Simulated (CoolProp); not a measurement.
Normal hydrogen at 337.8 K and 1.56 MPa flows at 0.24 m/s in a round tube of 1 mm bore and 45 µm roughness, fully developed (64/Re and Nu = 3.66 if laminar; Colebrook and Gnielinski if turbulent). Each further row changes one setting.

Values from CoolProp's reference Helmholtz-energy equation of state, Leachman 2009.

```csv
case,Reynolds number,Darcy friction factor,pressure drop (Pa/m),heat-transfer coefficient (W/(m² K)),mass flow (kg/h)
as stated,27.4,2.33,74.6,754,0.000753
velocity 0.48 m/s,54.9,1.17,149,754,0.00151
diameter 2 mm,54.9,1.17,18.6,377,0.00301
```

Viscosity comes from a separate model (Muzny 2013). Thermal conductivity comes from a separate model (Assael 2011).
